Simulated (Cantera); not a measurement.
## Hydrocarbon pyrolysis for carbon deposition

An isothermal, constant-pressure homogeneous reactor starts with CH₄ : H₂ = 1 : 43 (molar parts), at 1975 K and 1.09 atm.

Detailed kinetics in Cantera: GRI-Mech 3.0 (53 species, 325 reactions). GRI-Mech 3.0 stops at C3 and has no aromatics, soot or wall deposition, so with more carbon than oxygen in the feed, carbon stays in small species such as C2H2 where larger ones or solid carbon would form.

```tsv
t (s)	x CH₄	x H₂	x CH₂	x C₂H₆	x C₂H₂	x C₂H	x H
0.000500	0.0205	0.977	8.05e-7	3.77e-6	0.000770	1.71e-8	0.00127
0.00135	0.0179	0.978	7.13e-7	2.89e-6	0.00207	4.61e-8	0.00127
0.00364	0.0134	0.981	5.45e-7	1.63e-6	0.00434	9.72e-8	0.00128
0.00981	0.00798	0.983	3.36e-7	5.93e-7	0.00704	1.58e-7	0.00129
0.0265	0.00400	0.985	1.73e-7	1.63e-7	0.00902	2.04e-7	0.00130
0.0714	0.00224	0.986	9.83e-8	6.34e-8	0.00990	2.24e-7	0.00130
0.193	0.00192	0.987	8.47e-8	5.16e-8	0.0101	2.28e-7	0.00131
0.519	0.00192	0.987	8.45e-8	5.14e-8	0.0101	2.28e-7	0.00131
1.40	0.00192	0.987	8.45e-8	5.14e-8	0.0101	2.28e-7	0.00131
3.78	0.00192	0.987	8.45e-8	5.14e-8	0.0101	2.28e-7	0.00131
10.2	0.00192	0.987	8.45e-8	5.14e-8	0.0101	2.28e-7	0.00131
27.5	0.00192	0.987	8.45e-8	5.14e-8	0.0101	2.28e-7	0.00131
74.1	0.00192	0.987	8.45e-8	5.14e-8	0.0101	2.28e-7	0.00131
200	0.00192	0.987	8.45e-8	5.14e-8	0.0101	2.28e-7	0.00131
```
x: mole fraction; the columns are a selection and need not sum to one.

Equilibrium at this temperature and pressure: CH₄ 0.00192, H₂ 0.987, CH₂ 8.45e-8, C₂H₆ 5.14e-8, C₂H₂ 0.0101, C₂H 2.28e-7, H 0.00131 (gas phase only).
